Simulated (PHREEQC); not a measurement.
KOH is added in steps, without added water, to 1 kg of water holding 0.014 mol/kgw AgF, 0.00029 mol/kgw NaNO3 and 0.025 mol/kgw Na2SO4, at 25 °C. Oxygen alone is held at its pressure in air (log pO2 = -0.68). CO2 from the air is kept out. Solids allowed: Ag2O, Ag2SO4, Mirabilite. Others were left out.

Base run: PHREEQC, ion-association model, wateq4f.dat. Each further column changes one thing. The table gives Ag+ (mol/kgw).

| KOH added (mol) | base | Davies equation for every ion | all activity coefficients set to 1 | metal-ligand complexes left out | Debye-Hückel limiting law |
|---|---|---|---|---|---|
| 0 | 0.0118 | 0.0118 | 0.0102 | 0.0140 | 0.0124 |
| 0.002333 | 0.00986 | 0.00986 | 0.00848 | 0.0117 | 0.0103 |
| 0.004667 | 0.00788 | 0.00788 | 0.00676 | 0.00934 | 0.00828 |
| 0.007 | 0.00591 | 0.00591 | 0.00505 | 0.00700 | 0.00621 |
| 0.009333 | 0.00394 | 0.00394 | 0.00336 | 0.00467 | 0.00414 |
| 0.01167 | 0.00198 | 0.00198 | 0.00168 | 0.00235 | 0.00208 |
| 0.014 | 0.000163 | 0.000162 | 0.000118 | 0.000179 | 0.000185 |
| 0.01633 | 1.36e-5 | 1.33e-5 | 8.32e-6 | 1.38e-5 | 1.66e-5 |
| 0.01867 | 6.86e-6 | 6.71e-6 | 4.18e-6 | 6.94e-6 | 8.43e-6 |
| 0.021 | 4.59e-6 | 4.49e-6 | 2.79e-6 | 4.65e-6 | 5.67e-6 |
| 0.02333 | 3.46e-6 | 3.38e-6 | 2.09e-6 | 3.50e-6 | 4.29e-6 |
| 0.02567 | 2.78e-6 | 2.71e-6 | 1.67e-6 | 2.81e-6 | 3.46e-6 |
| 0.028 | 2.33e-6 | 2.27e-6 | 1.39e-6 | 2.35e-6 | 2.91e-6 |
